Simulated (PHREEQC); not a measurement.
0.72 g of hydrous ferric oxide (600 m²/g; 0.2 weak and 0.005 strong sites per Fe, Dzombak-Morel constants, diffuse double layer) in 1 kg of water with 0.05 mol/kgw of an inert sodium salt and 0.0049 mmol/kgw NaF, at 25 °C; the pH is set by adding NaOH or the inert anion's acid. Oxygen is held at 0.21 atm. No CO2 enters from the air. Precipitation was switched off in this run.

Base run: PHREEQC, ion-association model, wateq4f.dat. Each further column changes one thing. The table gives F sorbed (%).

| pH | base | background salt from 0.05 to 0.005 mol/kgw | oxide from 0.72 to 3.6 g/kgw |
|---|---|---|---|
| 3 | 91.7 | 98.6 | 98.1 |
| 4 | 94.2 | 98.7 | 98.7 |
| 5 | 88.6 | 95.9 | 97.5 |
| 5.5 | 81.0 | 91.3 | 95.5 |
| 6.5 | 48.3 | 61.3 | 82.4 |
| 7.5 | 12.8 | 16.1 | 42.3 |
| 8.5 | 1.9 | 2.1 | 8.9 |
| 9 | 0.7 | 0.7 | 3.5 |
| 10 | 0.1 | 0.1 | 0.6 |
| 11 | 0.0 | 0.0 | 0.1 |

The oxide is taken as insoluble; below pH 4 it would dissolve.
